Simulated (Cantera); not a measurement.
What does this Cantera script print?

```python
import numpy as np
import cantera as ct

gas_names = """
    SO2 O3 SO3 COS CO
""".split()
cond_names = """

""".split()


def load(file, names, dense=False):
    # The tables refer to 1 bar. Condensed volumes are neglected.
    table = {s.name: s for s in ct.Species.list_from_file(file)}
    out = []
    for n in names:
        d = dict(table[n].input_data)
        d["thermo"] = dict(d["thermo"], **{"reference-pressure": 1e5})
        if dense:
            d["equation-of-state"] = {"model": "constant-volume", "density": "1e6 g/cm^3"}
        out.append(ct.Species.from_dict(d))
    return out


species = {s.name: s for s in load("nasa_gas.yaml", gas_names) + load("nasa_condensed.yaml", cond_names)}
# Each term lists the table entries of one substance; the one whose range holds T is used.
reactions = {
    '3 SO2(g) + O3(g) = 3 SO3(g)':
        [(-3, ['SO2']), (-1, ['O3']), (3, ['SO3'])],
    '2 O3(g) + 3 COS(g) = 3 SO2(g) + 3 CO(g)':
        [(-2, ['O3']), (-3, ['COS']), (3, ['SO2']), (3, ['CO'])],
}


def pick(names, T):
    return next(species[n] for n in names if species[n].thermo.min_temp <= T <= species[n].thermo.max_temp)


results = []
for label, terms in reactions.items():
    print(label)
    print("     T/K   dH/kJ  dS/(J/K)   dG/kJ   log10 K")
    for T in [300, 650, 750, 850, 950, 1050, 1150, 1250, 1350, 1450, 1550, 1650]:
        used = [(nu, pick(names, T)) for nu, names in terms]
        dH = sum(nu * s.thermo.h(T) for nu, s in used) / 1e6
        dS = sum(nu * s.thermo.s(T) for nu, s in used) / 1e3
        dG = dH - T * dS / 1e3
        logK = -dG * 1e6 / (ct.gas_constant * T * np.log(10))
        results.append((label, T, dH, dS, dG, logK, [s.name for _, s in used]))
        print(f"{T:8g} {dH:8.1f} {dS:8.1f} {dG:8.1f} {logK:8.2f}")
```

It prints:

```
3 SO2(g) + O3(g) = 3 SO3(g)
     T/K   dH/kJ  dS/(J/K)   dG/kJ   log10 K
     300   -438.6   -213.3   -374.6    65.22
     650   -438.3   -213.5   -299.6    24.08
     750   -437.8   -212.6   -278.3    19.38
     850   -437.1   -211.7   -257.1    15.80
     950   -436.3   -210.8   -236.0    12.97
    1050   -435.4   -210.0   -214.9    10.69
    1150   -434.4   -209.1   -194.0     8.81
    1250   -433.4   -208.2   -173.1     7.23
    1350   -432.4   -207.4   -152.3     5.89
    1450   -431.4   -206.7   -131.6     4.74
    1550   -430.5   -206.1   -111.0     3.74
    1650   -429.7   -205.6    -90.4     2.86
2 O3(g) + 3 COS(g) = 3 SO2(g) + 3 CO(g)
     T/K   dH/kJ  dS/(J/K)   dG/kJ   log10 K
     300  -1090.5    164.8  -1139.9   198.48
     650  -1093.9    158.2  -1196.8    96.17
     750  -1095.8    155.6  -1212.5    84.44
     850  -1097.6    153.3  -1227.9    75.46
     950  -1099.5    151.2  -1243.2    68.35
    1050  -1101.5    149.2  -1258.2    62.59
    1150  -1103.3    147.6  -1273.0    57.82
    1250  -1105.1    146.1  -1287.7    53.81
    1350  -1106.9    144.7  -1302.2    50.39
    1450  -1108.9    143.3  -1316.6    47.43
    1550  -1111.1    141.8  -1330.9    44.85
    1650  -1113.5    140.3  -1345.0    42.58
```

Standard-state values (1 bar) from the NASA 1993 polynomials, evaluated with Cantera. Condensed species are held in their standard states even where they would react or evaporate.
